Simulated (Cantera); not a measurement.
A closed system holds: 1 mol CuO, 1.5 mol NF₃, 1.4 mol H₂, equilibrated at 1350 K and 5.40 Pa.

These are equilibrium values from Cantera (NASA tables, ideal gas, pure condensed phases), not measurements of a reactor. Candidate condensed phases: Cu, CuF₂, CuO, Cu(OH)₂, Cu₂O, H₂O; 45 gas species. Kinetics and transport are ignored.

Base state: HF 0.549, N₂ 0.147, CuF₂ 0.128, O₂ 0.0980, CuF 0.0683, F 0.00947, NO 0.000160, O 1.80e-5 (mole fractions); condensed: gas only.

### Question
What changes in the equilibrium state with this change: pressure from 5.40 Pa to 6100 Pa?

### Answer
| species | before | after |
|---|---|---|
| HF | 0.549 | 0.554 |
| N₂ | 0.147 | 0.148 |
| CuF₂ | 0.128 | 0.139 |
| F | 0.00947 | 1.04e-5 |
| CuF | 0.0683 | 0.0594 |
| O₂ | 0.0980 | 0.0989 |
| O | 1.80e-5 | 5.37e-7 |
| NO | 0.000160 | 0.000161 |

### Question
What changes in the equilibrium state with this change: pressure from 5.40 Pa to 10000 Pa?

### Answer
```json
[
 {"species": "HF", "before": "0.549", "after": "0.595"},
 {"species": "N₂", "before": "0.147", "after": "0.159"},
 {"species": "O₂", "before": "0.0980", "after": "0.105"},
 {"species": "CuF₂", "before": "0.128", "after": "0.0905"},
 {"species": "CuF", "before": "0.0683", "after": "0.0503"},
 {"species": "H₂O", "before": "<1e-9", "after": "2.84e-5"},
 {"species": "F", "before": "0.00947", "after": "4.92e-6"},
 {"species": "O", "before": "1.80e-5", "after": "4.31e-7"},
 {"species": "NO", "before": "0.000160", "after": "0.000172"},
 {"species": "CuF₂(l), mol", "before": "0", "after": "0.306"},
 {"species": "Cu₂O(s), mol", "before": "0", "after": "0.0158"}
]
```
Mutual solubility and eutectic melting of coexisting phases are not modelled.
